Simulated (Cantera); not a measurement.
Input: 1 mol HMDSO, 0.27 mol NO, at 67.0 Pa.

Equilibrium computed with Cantera from the NASA thermochemical tables; the gas is ideal and each condensed phase is pure. Candidate condensed phases: C, C₆H₆, C₇H₈, C₈H₁₈, H₂O, Si, SiC, SiO₂, Si₂N₂O, Si₃N₄; 151 gas species. The feed counts by its element totals alone. Kinetics and transport are ignored.

**Question.** At 1773 K, list the 5 most abundant gas species with their mole fractions, and the condensed phases.

**Answer.** H₂ 0.855, CO 0.121, N₂ 0.0126, H 0.0102, SiO 0.000620. Condensed: C(graphite) + SiC(s).
